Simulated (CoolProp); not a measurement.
R134a at several states: fugacity coefficient from the reference equation and from simpler models built on Tc = 374.2 K, pc = 4.059 MPa, ω = 0.327; each cubic takes its own stable root.

Computed with CoolProp (reference Helmholtz-energy equation of state, Tillner-Roth 1994).

```
T (K)  p (MPa)          phase  reference  van der Waals  Redlich-Kwong  Soave-Redlich-Kwong
-----  -------  -------------  ---------  -------------  -------------  -------------------
436.8     2.63            gas     0.8750         0.8708         0.8654               0.8807
401.1     0.19            gas     0.9872         0.9883         0.9870               0.9876
429.4     13.7  supercritical     0.4787         0.4728         0.4683               0.5197
313.6    0.302            gas     0.9502         0.9665         0.9584               0.9548
```
